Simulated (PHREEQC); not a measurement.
Consider water at 20 °C with 0.12 mol KH2PO4, 0.021 mol Na2HPO4 and 0.22 mol NaCl per kg of water. Closed to the air; pH follows from the charge balance.

Equilibrium calculation in PHREEQC: ion-association model, wateq4f.dat.

Precipitation was switched off in this run.

Q: What pH, ionic strength, activity of water does the model give?

A: pH 5.92; ionic strength 0.397 mol/kgw; activity of water 0.987.

Q: In which forms is P present?

A: H2PO4- 85 %, HPO4-2 13 %, NaHPO4- 1.5 %, KHPO4- 0.7 % of the P.

H3PO4, which wateq4f.dat lacks, is added to it with the constant of phreeqc.dat.
